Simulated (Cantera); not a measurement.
## Adiabatic ignition

An adiabatic, constant-volume homogeneous reactor starts with 12.2 % CO, 5.98 % H2, 17.2 % O2, 64.6 % N2, equivalence ratio 0.53, at 1548 K and 1.01 bar.

Detailed kinetics in Cantera: GRI-Mech 3.0 (53 species, 325 reactions).

| t (s) | T (K) | P (bar) | x CO | x H2 | x O2 | x H2O2 | x O | x NO2 | x NO |
|---|---|---|---|---|---|---|---|---|---|
| 3.00e-6 | 1548 | 1.01 | 0.122 | 0.0598 | 0.172 | 1.64e-9 | 6.87e-7 | <1e-12 | <1e-12 |
| 8.46e-6 | 1548 | 1.01 | 0.122 | 0.0597 | 0.172 | 1.92e-8 | 4.70e-5 | <1e-12 | 2.84e-12 |
| 2.38e-5 | 1711 | 1.11 | 0.0976 | 0.00491 | 0.120 | 7.23e-7 | 0.0310 | 1.76e-9 | 4.64e-6 |
| 6.72e-5 | 2218 | 1.40 | 0.0522 | 0.00527 | 0.0978 | 1.75e-7 | 0.0293 | 2.89e-8 | 8.11e-5 |
| 0.000189 | 2618 | 1.61 | 0.0366 | 0.00299 | 0.0958 | 1.43e-7 | 0.0139 | 4.22e-7 | 0.000765 |
| 0.000534 | 2731 | 1.67 | 0.0295 | 0.00228 | 0.0927 | 2.31e-7 | 0.00985 | 2.55e-6 | 0.00419 |
| 0.00151 | 2723 | 1.66 | 0.0290 | 0.00225 | 0.0893 | 2.26e-7 | 0.00929 | 6.83e-6 | 0.0113 |
| 0.00424 | 2714 | 1.66 | 0.0285 | 0.00222 | 0.0861 | 2.19e-7 | 0.00879 | 1.08e-5 | 0.0181 |
| 0.0120 | 2713 | 1.66 | 0.0285 | 0.00222 | 0.0855 | 2.18e-7 | 0.00870 | 1.15e-5 | 0.0193 |
| 0.0337 | 2713 | 1.66 | 0.0285 | 0.00222 | 0.0855 | 2.18e-7 | 0.00870 | 1.15e-5 | 0.0193 |
| 0.0950 | 2713 | 1.66 | 0.0285 | 0.00222 | 0.0855 | 2.18e-7 | 0.00870 | 1.15e-5 | 0.0193 |
| 0.268 | 2713 | 1.66 | 0.0285 | 0.00222 | 0.0855 | 2.18e-7 | 0.00870 | 1.15e-5 | 0.0193 |
| 0.755 | 2713 | 1.66 | 0.0285 | 0.00222 | 0.0855 | 2.18e-7 | 0.00870 | 1.15e-5 | 0.0193 |
| 2.13 | 2713 | 1.66 | 0.0285 | 0.00222 | 0.0855 | 2.18e-7 | 0.00870 | 1.15e-5 | 0.0193 |
| 6.00 | 2713 | 1.66 | 0.0285 | 0.00222 | 0.0855 | 2.18e-7 | 0.00870 | 1.15e-5 | 0.0193 |
x: mole fraction; the columns are a selection and need not sum to one.

time of steepest temperature rise: 19.1 µs
temperature at 6.00 s: 2713 K
equilibrium temperature: 2713 K
x(CO) at 6.00 s: 0.0285 (gas-phase equilibrium 0.0285)
x(H2) at 6.00 s: 0.00222 (gas-phase equilibrium 0.00222)
x(O2) at 6.00 s: 0.0855 (gas-phase equilibrium 0.0855)
